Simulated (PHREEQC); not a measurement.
Dissolve 3 mol NaBr, 0.28 mol MgSO4 and 4.8 mol NaCl per kg of water at 25 °C. It is in equilibrium with CO2 at log p = -3.5 (atm). Otherwise closed; pH follows from the charge balance.

Model: Pitzer model, pitzer.dat, run in PHREEQC.

```
quantity                          before     after
-------------------------------  -------  --------
pH                                  4.89      5.69
HSO4- (mol/kgw)                  3.16e-6   2.20e-7
CO2 (mol/kgw)                    2.68e-6   1.06e-5
MgOH+ (mol/kgw)                  2.14e-6  9.81e-10
HCO3- (mol/kgw)                  1.58e-6   2.72e-6
MgCO3 (mol/kgw)                  1.11e-8  4.94e-11
SI of Thenardite (Na2SO4)          +0.02     -5.17
SI of Mirabilite (Na2SO4:10H2O)    -1.02     -4.24
```

Problem. Name the change that produced these shifts.
A) NaBr from 3 to 3.3 mol/kgw
B) NaBr from 3 to 2.7 mol/kgw
C) diluted 100-fold with water
D) NaCl left out

Solution. C, diluted 100-fold with water

Precipitation was switched off in this run. Some of these states are supersaturated (in Halite, for instance). In brines, pH and single-ion activities rest on the MacInnes convention.
